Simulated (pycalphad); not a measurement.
**Freezing of Fe-Si alloys with rising Si**

All values are pycalphad results on the COST 507 light-alloy database (1999) (1 atm), not direct measurements. The data set is of 1999 and partly superseded. Amounts are mole fractions of atoms.

Scheil-Gulliver runs (no diffusion in the solid, steps of 4 K) beside full equilibrium.

```tsv
alloy	liquidus (°C)	Scheil, half solid (°C)	Scheil, 80 % solid (°C)	Scheil, invariant end (°C)	liquid left at that end	equilibrium solidus (°C)
Fe-39Si (at.%)	1289	at the invariant end	at the invariant end	1203	0.77	1203
Fe-58.5Si (at.%)	1353	1208	at the invariant end	1204	0.49	1204
Fe-78Si (at.%)	1287	at the invariant end	at the invariant end	1205	0.80	1205
```
